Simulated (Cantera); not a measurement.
## Ignition delay

Mixture: CH₄ : O₂ : N₂ = 1 : 4.76 : 17.1 (molar parts), equivalence ratio 0.42, at 0.400 bar, adiabatic and at constant pressure. Ignition delay is the time to a rise of 400 K.

Cantera simulation using GRI-Mech 3.0 (53 species, 325 reactions); the numbers are that mechanism's predictions, not measurements.

| T0 (K) | delay (ms) |
|---|---|
| 1298 | 15.1 |
| 1348 | 8.23 |
| 1398 | 4.77 |
| 1448 | 2.92 |
| 1498 | 1.88 |
| 1548 | 1.26 |

The apparent activation energy between 1448 and 1548 K is 160 kJ/mol.
